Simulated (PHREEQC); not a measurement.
NaOH is added in steps, without added water, to 1 kg of water holding 1.9 mmol/kgw HCl and 1 mmol/kgw ZnSO4, at 50 °C. Oxygen alone is held at its pressure in air (log pO2 = -0.68). The system is closed to CO2. Only these solids could form: Zincite(c), Zn4(OH)6SO4, Zn5(OH)8Cl2, Halite, Mirabilite, Goslarite.

Base run: PHREEQC, ion-association model, wateq4f.dat. Each further column changes one thing. The table gives Zn+2 (mol/kgw).

| NaOH added (mol) | base | Davies equation for every ion | metal-ligand complexes left out | all activity coefficients set to 1 |
|---|---|---|---|---|
| 0 | 0.000892 | 0.000894 | ___ | 0.000835 |
| 0.001819 | 0.000877 | 0.000879 | ___ | ___ |
| 0.003031 | 0.000373 | 0.000374 | 0.000429 | 0.000339 |
| 0.00485 | 4.08e-11 | 4.13e-11 | 4.09e-11 | 2.48e-11 |
| 0.006669 | 5.12e-12 | 5.20e-12 | 5.13e-12 | ___ |
| 0.007881 | 2.57e-12 | 2.61e-12 | 2.57e-12 | ___ |
| 0.0097 | 1.27e-12 | 1.30e-12 | 1.27e-12 | 6.66e-13 |

**Question.** Some entries are withheld; supply them.

**Answer.** 
- 0, metal-ligand complexes left out: 0.00100
- 0.001819, metal-ligand complexes left out: 0.001000
- 0.001819, all activity coefficients set to 1: 0.000807
- 0.006669, all activity coefficients set to 1: 2.92e-12
- 0.007881, all activity coefficients set to 1: 1.41e-12

Constants without temperature data keep their 25 °C values here.
